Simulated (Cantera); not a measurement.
**Ammonia decomposition in nitride growth gas**

An isothermal, constant-pressure homogeneous reactor starts with 40.0 % NH3, 60.0 % N2, at 2275 K and 4200 Pa.

Detailed kinetics in Cantera: the gas-phase N/H chemistry of the illustrative SiF4/NH3 mechanism in the Surface Chemkin manual (1991). Walls and surfaces, which speed up NH3 decomposition in real reactors, are not modelled.

| t (s) | x NH3 | x H | x N2 | x N2H4 | x NH | x H2 |
|---|---|---|---|---|---|---|
| 6.00e-5 | 0.400 | 3.96e-6 | 0.600 | 2.30e-10 | 3.78e-7 | 0.000144 |
| 0.000226 | 0.399 | 4.94e-6 | 0.600 | 3.19e-9 | 6.57e-6 | 0.000584 |
| 0.000848 | 0.394 | 1.87e-5 | 0.599 | 2.46e-8 | 3.40e-5 | 0.00378 |
| 0.00319 | 0.375 | 7.43e-5 | 0.597 | 2.58e-8 | 5.35e-5 | 0.0244 |
| 0.0120 | 0.311 | 0.000227 | 0.593 | 1.44e-8 | 6.68e-5 | 0.0934 |
| 0.0451 | 0.164 | 0.000650 | 0.583 | 4.80e-9 | 6.28e-5 | 0.251 |
| 0.169 | 0.0217 | 0.00188 | 0.572 | 2.78e-10 | 3.21e-5 | 0.404 |
| 0.637 | 8.90e-6 | 0.0159 | 0.567 | <1e-12 | 9.16e-7 | 0.417 |
| 2.39 | 1.56e-7 | 0.0266 | 0.564 | <1e-12 | 4.71e-8 | 0.410 |
| 9.00 | 1.11e-7 | 0.0267 | 0.564 | <1e-12 | 3.38e-8 | 0.410 |
x: mole fraction; the columns are a selection and need not sum to one.

Equilibrium at this temperature and pressure: NH3 1.11e-7, H 0.0267, N2 0.564, N2H4 <1e-12, NH 3.37e-8, H2 0.410 (gas phase only).
